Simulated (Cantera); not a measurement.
A closed system holds: 1 mol AlN, 1.3 mol HCl, 9.3 mol H2, 0.16 mol H2O, at 0.180 bar.

Cantera equilibrium calculation (NASA polynomials, part measured and part estimated; ideal gas, pure solids and liquids). Candidate condensed phases: Al, AlCl3, AlN, Al2O3, H2O, NH4Cl; 45 gas species. Mutual solubility and eutectic melting of coexisting phases are not modelled. Condensed phases not in the tables: aluminium oxynitride. The numbers say what is thermodynamically allowed, not how fast it happens.

### Question
What share of the Al ends up in condensed phases as a function of T (°C), at 900, 975, 1050, 1125, 1200, 1275, 1350, 1425, 1500, 1575, 1650, 1725, 1800?

### Answer
```json
[
 {"T (°C)": "900", "Al condensed (%)": "76.7", "as": "AlN(s) + Al2O3(s)"},
 {"T (°C)": "975", "Al condensed (%)": "76.3", "as": "AlN(s) + Al2O3(s)"},
 {"T (°C)": "1050", "Al condensed (%)": "75.8", "as": "AlN(s) + Al2O3(s)"},
 {"T (°C)": "1125", "Al condensed (%)": "75.2", "as": "AlN(s) + Al2O3(s)"},
 {"T (°C)": "1200", "Al condensed (%)": "73.9", "as": "AlN(s) + Al2O3(s)"},
 {"T (°C)": "1275", "Al condensed (%)": "71.0", "as": "AlN(s) + Al2O3(s)"},
 {"T (°C)": "1350", "Al condensed (%)": "64.1", "as": "AlN(s) + Al2O3(s)"},
 {"T (°C)": "1425", "Al condensed (%)": "50.1", "as": "AlN(s) + Al2O3(s)"},
 {"T (°C)": "1500", "Al condensed (%)": "28.2", "as": "AlN(s) + Al2O3(s)"},
 {"T (°C)": "1575", "Al condensed (%)": "10.6", "as": "Al2O3(s)"},
 {"T (°C)": "1650", "Al condensed (%)": "10.6", "as": "Al2O3(s)"},
 {"T (°C)": "1725", "Al condensed (%)": "10.5", "as": "Al2O3(s)"},
 {"T (°C)": "1800", "Al condensed (%)": "10.4", "as": "Al2O3(s)"}
]
```
